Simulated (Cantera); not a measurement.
# Thermodynamics of iron carbonyl, mercury and lead vapours, feed HgO + N2

Feed: 1 mol HgO, a varied amount of N2, equilibrated at 575 °C and 1330 Pa.

These are equilibrium values from Cantera (NASA tables, ideal gas, pure condensed phases), not measurements of a reactor. Candidate condensed phases: Hg, HgO; 10 gas species. Equilibrium is a limit: real reactors are often held back by kinetics, nucleation or transport.

| n(N2) (mol) | x N2 | x Hg | x O2 | x NO | x NO2 |
|---|---|---|---|---|---|
| 0.43 | 0.223 | 0.518 | 0.259 | 2.58e-6 | 6.23e-8 |
| 0.6 | 0.286 | 0.476 | 0.238 | 2.80e-6 | 6.49e-8 |
| 0.83 | 0.356 | 0.429 | 0.215 | 2.96e-6 | 6.53e-8 |
| 1.1 | 0.423 | 0.385 | 0.192 | 3.06e-6 | 6.37e-8 |
| 1.6 | 0.516 | 0.323 | 0.161 | 3.09e-6 | 5.91e-8 |
| 2.2 | 0.595 | 0.270 | 0.135 | 3.04e-6 | 5.31e-8 |
| 3 | 0.667 | 0.222 | 0.111 | 2.92e-6 | 4.62e-8 |
| 4.2 | 0.737 | 0.175 | 0.0877 | 2.73e-6 | 3.84e-8 |
| 5.8 | 0.795 | 0.137 | 0.0685 | 2.50e-6 | 3.11e-8 |
| 8 | 0.842 | 0.105 | 0.0526 | 2.26e-6 | 2.46e-8 |
| 11 | 0.880 | 0.0800 | 0.0400 | 2.01e-6 | 1.91e-8 |
| 15 | 0.909 | 0.0606 | 0.0303 | 1.78e-6 | 1.47e-8 |
x: gas mole fraction; nothing condenses.

From 0.43 mol N2 to 15 mol N2 nothing is condensed. The main Hg-bearing gas is Hg throughout.
